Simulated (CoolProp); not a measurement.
Saturation properties of R152A.

The numbers come from the reference Helmholtz-energy equation of state, Outcalt 1996 in CoolProp. It is a modified Benedict-Webb-Rubin equation, recast in Helmholtz form.

```tsv
T (°C)	p (MPa)	vapour density (kg/m³)	liquid cp (kJ/(kg K))	liquid viscosity (µPa s)	vapour viscosity (µPa s)
-68.95	0.008240	0.3230	1.540	580	7.54
-59.95	0.01505	0.5672	1.551	497	7.88
-51.05	0.02582	0.9392	1.566	431	8.22
-42.05	0.04243	1.494	1.583	376	8.56
-33.05	0.06677	2.283	1.602	332	8.91
-24.05	0.1012	3.372	1.625	294	9.26
-15.05	0.1484	4.835	1.649	261	9.61
-6.05	0.2113	6.758	1.677	234	9.96
2.95	0.2931	9.241	1.708	209	10.3
11.95	0.3975	12.40	1.742	188	10.7
20.85	0.5264	16.32	1.780	169	11.0
29.85	0.6869	21.27	1.825	152	11.4
38.85	0.8817	27.40	1.877	137	11.8
```

It boils at -24.0 °C under 1 atm.

Viscosity comes from a separate model (Bell 2016), an estimate that may be off by 10 % or more.
